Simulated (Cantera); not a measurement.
What does this Cantera script print?

```python
import numpy as np
import cantera as ct

gas = ct.Solution("gri30.yaml")
gas.TPX = 1575, 1333, {'C3H8': 1, 'H2': 1.5}
reactor = ct.IdealGasConstPressureReactor(gas, energy="off", clone=False)
net = ct.ReactorNet([reactor])
net.rtol, net.atol = 1e-08, 1e-18
show = ['C3H8', 'H2', 'C2H', 'CH2', 'C2H6', 'H']
times = np.geomspace(1e-05, 7, 15)

steps = ct.SolutionArray(gas, extra=["t"])
rows = []
print(f"{'t/s':>10s}{'T/K':>9s}{'P/Pa':>11s}" + "".join(f"{s:>11s}" for s in show))
for t in times:
    while net.time < t:
        t_next = net.step()
        steps.append(gas.state, t=t_next)
    rows.append([np.interp(t, steps.t, y) for y in (steps.T, steps.P, *steps(*show).X.T)])
    print(f"{t:10.3e}{rows[-1][0]:9.1f}{rows[-1][1]:11.4g}" + "".join(f"{x:11.3e}" for x in rows[-1][2:]))
rate = np.gradient(steps.T, steps.t)
print("integrator steps:", len(steps.t))
if steps.T.max() > steps.T[0] + 200:
    print(f"time of steepest temperature rise: {steps.t[rate.argmax()]:.4e} s")
gas.TPX = 1575, 1333, {'C3H8': 1, 'H2': 1.5}
gas.equilibrate("TP")
print(f"equilibrium (TP): T = {gas.T:.1f} K  " + "  ".join(f"{s} {gas[s].X[0]:.3e}" for s in show))
```

It prints:

```
       t/s      T/K       P/Pa       C3H8         H2        C2H        CH2       C2H6          H
 1.000e-05   1575.0       1333  3.963e-01  5.985e-01  1.636e-15  4.048e-08  3.841e-05  8.094e-05
 2.615e-05   1575.0       1333  3.882e-01  5.957e-01  2.317e-13  7.376e-07  2.276e-04  1.977e-04
 6.839e-05   1575.0       1333  3.590e-01  5.852e-01  3.423e-11  8.200e-06  1.153e-03  4.376e-04
 1.789e-04   1575.0       1333  2.587e-01  5.494e-01  3.763e-09  2.404e-05  5.403e-03  1.020e-03
 4.678e-04   1575.0       1333  6.700e-02  4.884e-01  1.776e-07  2.604e-05  1.365e-02  2.068e-03
 1.223e-03   1575.0       1333  1.739e-03  4.935e-01  6.362e-07  8.177e-06  5.344e-03  1.510e-03
 3.199e-03   1575.0       1333  1.737e-05  5.210e-01  3.615e-07  1.796e-06  1.126e-03  5.498e-04
 8.367e-03   1575.0       1333  2.267e-07  5.406e-01  1.934e-07  4.584e-07  2.355e-04  2.390e-04
 2.188e-02   1575.0       1333  2.619e-08  5.571e-01  1.175e-07  1.415e-07  5.942e-05  1.259e-04
 5.722e-02   1575.0       1333  9.236e-09  5.730e-01  1.017e-07  8.134e-08  2.974e-05  9.713e-05
 1.496e-01   1575.0       1333  1.242e-08  5.884e-01  1.425e-07  1.177e-07  3.768e-05  1.259e-04
 3.914e-01   1575.0       1333  1.345e-08  6.044e-01  1.736e-07  1.427e-07  3.889e-05  1.523e-04
 1.023e+00   1575.0       1333  7.015e-09  6.328e-01  1.905e-07  1.257e-07  2.487e-05  1.688e-04
 2.677e+00   1575.0       1333  1.933e-09  6.716e-01  2.251e-07  9.880e-08  1.022e-05  2.020e-04
 7.000e+00   1575.0       1333  2.188e-10  7.041e-01  2.815e-07  6.372e-08  2.254e-06  2.550e-04
integrator steps: 1346
equilibrium (TP): T = 1575.0 K  C3H8 4.731e-13  H2 7.256e-01  C2H 3.386e-07  CH2 5.616e-09  C2H6 1.760e-08  H 3.087e-04
```

Cantera simulation using GRI-Mech 3.0 (53 species, 325 reactions); the numbers are that mechanism's predictions, not measurements. GRI-Mech 3.0 was tuned for natural gas; its chemistry of propane as a main component is partial and can be far from experiment. GRI-Mech 3.0 stops at C3 and has no aromatics, soot or wall deposition, so with more carbon than oxygen in the feed, carbon stays in small species such as C2H2 where larger ones or solid carbon would form. Radical loss at walls, strong at low pressure, is not modelled.
